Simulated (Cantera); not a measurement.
Nitride etching: BN + HF

Input: 1 mol BN, 25 mol HF, held at 6.20 Pa.

These are equilibrium values from Cantera (NASA tables, ideal gas, pure condensed phases), not measurements of a reactor. Candidate condensed phases: B, BN; 31 gas species. The tables' values for BF2 are old estimates; treat these amounts as uncertain. The numbers say what is thermodynamically allowed, not how fast it happens.

From 750 K to 1850 K nothing is condensed. The main B-bearing gas is BF3 throughout.

```csv
T (K),x HF,x H2,x BF3,x N2,x H
750,0.880,0.0600,0.0400,0.0200,9.84e-12
850,0.880,0.0600,0.0400,0.0200,6.37e-10
950,0.880,0.0600,0.0400,0.0200,1.73e-8
1050,0.880,0.0600,0.0400,0.0200,2.52e-7
1150,0.880,0.0600,0.0400,0.0200,2.32e-6
1250,0.880,0.0600,0.0400,0.0200,1.50e-5
1350,0.880,0.0600,0.0400,0.0200,7.41e-5
1450,0.880,0.0598,0.0400,0.0200,0.000294
1550,0.880,0.0594,0.0398,0.0200,0.000975
1650,0.879,0.0582,0.0394,0.0200,0.00278
1750,0.878,0.0555,0.0383,0.0199,0.00696
1850,0.876,0.0497,0.0358,0.0198,0.0153
```
x: gas mole fraction; nothing condenses.
